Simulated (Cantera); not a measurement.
## Ignition delay

Mixture: 28.7 % CO, 10.6 % H2, 11.6 % O2, 43.6 % N2, 5.46 % H2O, at 2.60 bar, adiabatic and at constant pressure. Ignition delay is the time to a rise of 400 K.

Detailed kinetics in Cantera: GRI-Mech 3.0 (53 species, 325 reactions). The hydrogen kinetics of GRI-Mech 3.0 are dated; newer H2 mechanisms differ, most at raised pressure. Below about 950 K walls govern HO2 and H2O2 in real vessels.

```tsv
T0 (K)	delay (ms)
923	32.7
973	7.23
1023	1.55
1073	0.322
1123	0.0999
1173	0.0494
```

```yaml
apparent activation energy between 1073 and 1173 K: 200 kJ/mol
```
